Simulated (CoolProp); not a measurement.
A single-stage vapour-compression cycle with the fluid: evaporating at 260.15 K (dew point), condensing at 291.15 K (bubble point), superheat 8 K, subcooling 0 K, compressor efficiency 0.9, no pressure losses. The same conditions are run with several fluids, on thermodynamics alone (safety and materials aside).

Model: reference Helmholtz-energy equation of state of each fluid (chloromethane (R40): Thol 2014; hydrogen chloride: Thol 2018; trans-2-butene: Lemmon 2005; dimethyl ether: Wu 2011; R245ca: Zhou 2016; R1224YDZ: Akasaka 2023), in CoolProp.

| fluid | cooling COP | pressure ratio | discharge temperature (K) | refrigerating effect (kJ/kg) | volumetric capacity (kJ/m³) |
|---|---|---|---|---|---|
| chloromethane (R40) | 6.63 | 2.93 | 340.9 | 374 | 1410 |
| hydrogen chloride | 5.74 | 2.22 | 339.7 | 287 | 10300 |
| trans-2-butene | 6.81 | 3.23 | 306.1 | 360 | 538 |
| dimethyl ether | 6.71 | 2.91 | 314.3 | 390 | 1390 |
| R245ca | 6.77 | 4.32 | 302.2 | 190 | 203 |
| R1224YDZ | 6.75 | 3.80 | 301.8 | 154 | 314 |
